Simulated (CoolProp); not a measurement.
Vapour-liquid equilibrium of propane (1) + isopentane (2) at 307.3 K; x and y are mole fractions of (1).

Computed with CoolProp (multi-fluid Helmholtz-energy mixture model, Lemmon 2009 and Lemmon 2006; pair parameters Kunz 2012).

```tsv
x	bubble pressure (bar)	y at the bubble point	dew pressure at overall composition x (bar)	liquid density (mol/L)
0.05	1.852	___	1.317	8.477
0.2	3.496	0.683	1.550	___
0.35	5.023	0.807	1.879	___
0.5	6.521	0.875	2.378	___
0.65	8.040	0.922	3.223	___
0.8	9.619	___	4.913	10.44
0.95	11.32	___	9.238	10.76
```

Q: Fill in the missing entries.

A: 
- 0.05, y at the bubble point: 0.340
- 0.2, liquid density (mol/L): 8.782
- 0.35, liquid density (mol/L): 9.154
- 0.5, liquid density (mol/L): 9.577
- 0.65, liquid density (mol/L): 10.02
- 0.8, y at the bubble point: 0.958
- 0.95, y at the bubble point: 0.990

No azeotrope shows between x = 0.05 and 0.95.

Pair parameters are fitted to limited data, so mixtures are less certain than the pure fluids. The gap from Raoult's law changes sign with composition, which may be real or a fault of the pair parameters; it wasn't checked against measurements.
